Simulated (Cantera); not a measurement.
Charge: 1 mol PbO, a varied amount of CH4, 0.88 mol CO, held at 1600 K and 10000 Pa.

These are equilibrium values from Cantera (NASA tables, ideal gas, pure condensed phases), not measurements of a reactor. Candidate condensed phases: C, C6H6, C7H8, C8H18, H2O, Pb, PbO, PbO2, Pb3O4; 113 gas species. Rates play no part.

x: gas mole fraction; n: condensed amount in mol.

```
n(CH4) (mol)   x H2   x CO   x Pb    x H2O    x CO2  n C(graphite)
------------  -----  -----  -----  -------  -------  -------------
0.53          0.218  0.358  0.288   0.0875   0.0479              0
0.9           0.377  0.383  0.218   0.0163  0.00552              0
1.3           0.474  0.343  0.182  1.42e-5  3.42e-6              ?
1.6           0.526  0.309  0.164  1.42e-5  2.78e-6              ?
2             0.581  0.273  0.145  1.39e-5  2.17e-6              ?
2.4           0.625  0.245  0.130  1.34e-5  1.74e-6              ?
2.7           0.652  0.227  0.121  1.29e-5  1.50e-6              ?
3.1           0.683  0.207  0.110  1.24e-5  1.25e-6              ?
```

Problem. Complete the blanks.

Solution. 
- 1.3, n C(graphite): 0.300
- 1.6, n C(graphite): 0.600
- 2, n C(graphite): 1.000
- 2.4, n C(graphite): 1.40
- 2.7, n C(graphite): 1.70
- 3.1, n C(graphite): 2.10
